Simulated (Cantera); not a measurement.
## Ignition delay

Mixture: 5.56 % C3H8, 18.5 % O2, 69.5 % N2, 6.12 % H2O, 0.317 % H2, equivalence ratio 1.5, at 35.0 bar, adiabatic and at constant pressure. Ignition delay is the time to a rise of 400 K.

Computed with Cantera and GRI-Mech 3.0 (53 species, 325 reactions). GRI-Mech 3.0 was tuned for natural gas; its chemistry of propane as a main component is partial and can be far from experiment. The pressure lies above the range GRI-Mech 3.0 was tuned for (to about 10 atm).

| T0 (K) | delay (ms) |
|---|---|
| 1100 | 1.88 |
| 1200 | 0.485 |
| 1300 | 0.119 |
| 1400 | 0.0315 |
| 1500 | 0.00986 |
| 1600 | 0.00376 |
| 1700 | 0.00173 |
| 1800 | 0.000931 |
| 1900 | 0.000568 |

The apparent activation energy between 1700 and 1900 K comes out as 150 kJ/mol.
